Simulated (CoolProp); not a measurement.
Aqueous methanol as a coolant, at 0 °C, 1 atm.

Computed with CoolProp (Melinder's fits for secondary coolants).

```json
[
 {"mass %": "2.9", "freezing point (°C)": "-1.7", "viscosity (mPa s)": "2.00", "conductivity (W/(m K))": "0.545", "cp (kJ/(kg K))": "4.275", "Prandtl number": "15.7"},
 {"mass %": "10", "freezing point (°C)": "-6.5", "viscosity (mPa s)": "2.53", "conductivity (W/(m K))": "0.510", "cp (kJ/(kg K))": "4.241", "Prandtl number": "21.1"},
 {"mass %": "17.1", "freezing point (°C)": "-12.4", "viscosity (mPa s)": "3.05", "conductivity (W/(m K))": "0.476", "cp (kJ/(kg K))": "4.124", "Prandtl number": "26.4"},
 {"mass %": "24.2", "freezing point (°C)": "-19.3", "viscosity (mPa s)": "3.45", "conductivity (W/(m K))": "0.443", "cp (kJ/(kg K))": "3.985", "Prandtl number": "31.0"},
 {"mass %": "31.4", "freezing point (°C)": "-27.4", "viscosity (mPa s)": "3.66", "conductivity (W/(m K))": "0.411", "cp (kJ/(kg K))": "3.843", "Prandtl number": "34.2"},
 {"mass %": "38.5", "freezing point (°C)": "-36.6", "viscosity (mPa s)": "3.66", "conductivity (W/(m K))": "0.382", "cp (kJ/(kg K))": "3.702", "Prandtl number": "35.5"},
 {"mass %": "45.6", "freezing point (°C)": "-47.2", "viscosity (mPa s)": "3.49", "conductivity (W/(m K))": "0.355", "cp (kJ/(kg K))": "3.550", "Prandtl number": "34.9"},
 {"mass %": "52.8", "freezing point (°C)": "-59.4", "viscosity (mPa s)": "3.20", "conductivity (W/(m K))": "0.330", "cp (kJ/(kg K))": "3.379", "Prandtl number": "32.8"},
 {"mass %": "59.9", "freezing point (°C)": "-72.8", "viscosity (mPa s)": "2.87", "conductivity (W/(m K))": "0.307", "cp (kJ/(kg K))": "3.208", "Prandtl number": "30.0"}
]
```
